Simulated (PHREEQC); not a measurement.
## Phosphoric acid bath with single salt, acid or base

Solution A (0.033 mol/kgw NaH2PO4, 0.001 mol/kgw HF and 3e-07 mol/kgw H4SiO4) is mixed with solution B (1.9 mmol/kgw CsBr) at 70 °C; shares are by mass of water, 1 kg in all. Oxygen is held at 0.21 atm. The system is closed to CO2. Only these solids could form: SiO2(a).

The series has 11 steps of share of solution B, from 0 to 1.

All values are PHREEQC results (ion-association model, wateq4f.dat), not measurements.

Task: Between which two steps does the pH jump most, and from what to what?

Result: Between share of solution B = 0.9 and 1: from 4.29 to 6.41.

H3PO4, which wateq4f.dat lacks, is added to it with the constant of phreeqc.dat. At this temperature some constants are extrapolated from 25 °C, and those without enthalpy data are left unchanged. SiF6-2 is the database's only silicon fluoride.
